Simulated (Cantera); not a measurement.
An isothermal, constant-pressure homogeneous reactor starts with C₂H₆ : N₂ = 1 : 1.9 (molar parts), at 1650 K and 0.00230 bar.

Model: GRI-Mech 3.0 (53 species, 325 reactions), integrated in Cantera. GRI-Mech 3.0 stops at C3 and has no aromatics, soot or wall deposition, so with more carbon than oxygen in the feed, carbon stays in small species such as C2H2 where larger ones or solid carbon would form. Radical loss at walls, strong at low pressure, is not modelled.

Problem. Predict: x(C₂H₆) at 20.0 s; x(H₂) at 20.0 s; x(C₂H₂) at 20.0 s; x(CH₃) at 20.0 s; x(C₂H) at 20.0 s.

Solution. x(C₂H₆) at 20.0 s: 3.65e-8 (gas-phase equilibrium 2.78e-11)
x(H₂) at 20.0 s: 0.405 (gas-phase equilibrium 0.407)
x(C₂H₂) at 20.0 s: 0.203 (gas-phase equilibrium 0.144)
x(CH₃) at 20.0 s: 0.000114 (gas-phase equilibrium 2.68e-6)
x(C₂H) at 20.0 s: 2.27e-6 (gas-phase equilibrium 1.87e-6)
